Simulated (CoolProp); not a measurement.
Isobutene at 316.38 K and 0.371 MPa is throttled through a valve to 0.249 MPa with no heat exchange. Each further row changes one setting.

Computed with CoolProp (reference Helmholtz-energy equation of state, Lemmon 2005). It is a short technical equation, of lower accuracy than the large ones.

```
case                        temperature change (K)  final density (kg/m³)
--------------------------  ----------------------  ---------------------
as stated                                      ___                    ___
outlet pressure 0.0747 MPa                    -7.0                    ___
outlet pressure 0.324 MPa                      ___                    ___
```

Q: What belongs in the gaps?

A: 
- as stated, temperature change (K): -2.9
- as stated, final density (kg/m³): 5.70
- outlet pressure 0.0747 MPa, final density (kg/m³): 1.66
- outlet pressure 0.324 MPa, temperature change (K): -1.1
- outlet pressure 0.324 MPa, final density (kg/m³): 7.51
